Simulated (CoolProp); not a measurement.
R245fa along the isotherm -17.05 °C: density (kg/m³) from the reference equation and from simpler models built on Tc = 153.9 °C, pc = 3.651 MPa, ω = 0.378; each cubic takes its own stable root.

Computed with CoolProp (reference Helmholtz-energy equation of state, Akasaka 2015).

| p (MPa) | phase | reference | van der Waals | Redlich-Kwong |
|---|---|---|---|---|
| 0.608 | liquid | 1448 | 851.6 | 1253 |
| 1.22 | liquid | 1449 | 855.2 | 1256 |
| 1.83 | liquid | 1450 | 858.5 | 1258 |
| 2.43 | liquid | 1451 | 861.7 | 1261 |
| 3.04 | liquid | 1452 | 864.8 | 1263 |
| 3.65 | liquid | 1453 | 867.8 | 1266 |
| 4.26 | liquid | 1455 | 870.7 | 1268 |
| 4.87 | liquid | 1456 | 873.4 | 1270 |
| 5.48 | liquid | 1457 | 876.1 | 1272 |
| 6.08 | liquid | 1458 | 878.6 | 1274 |
| 6.69 | liquid | 1459 | 881.1 | 1277 |
| 7.3 | liquid | 1460 | 883.5 | 1279 |
| 7.91 | liquid | 1461 | 885.8 | 1281 |
| 8.52 | liquid | 1462 | 888.0 | 1283 |
| 9.13 | liquid | 1463 | 890.2 | 1285 |
